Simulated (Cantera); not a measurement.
Charge: 1 mol Fe(CO)5, 0.41 mol CO, 1.6 mol H2, held at 923.15 K and 470000 Pa.

Equilibrium computed with Cantera from the NASA thermochemical tables; the gas is ideal and each condensed phase is pure. Candidate condensed phases: C, C6H6, C7H8, C8H18, Fe, Fe(CO)5, FeO, Fe(OH)2, Fe(OH)3, Fe2O3, Fe3O4, H2O; 114 gas species. The tables' stoichiometric FeO is somewhat more stable than real wüstite, so its field is too wide. FeO: taken at fixed stoichiometry. Kinetics and transport are ignored.

Base state: CO2 0.421, H2O 0.208, H2 0.170, CO 0.169, CH4 0.0317 (mole fractions); condensed: C(graphite) + FeO(s).

Task: What changes in the equilibrium state with this change: H2 from 1.6 to 0.15 mol?

Result: 
| species | before | after |
|---|---|---|
| CO2 | 0.421 | 0.722 |
| CO | 0.169 | 0.221 |
| H2O | 0.208 | 0.0349 |
| H2 | 0.170 | 0.0218 |
| CH4 | 0.0317 | 0.000520 |
| C(graphite), mol | 3.16 | 2.96 |
| FeO(s), mol | 1.00 | 1.00 |
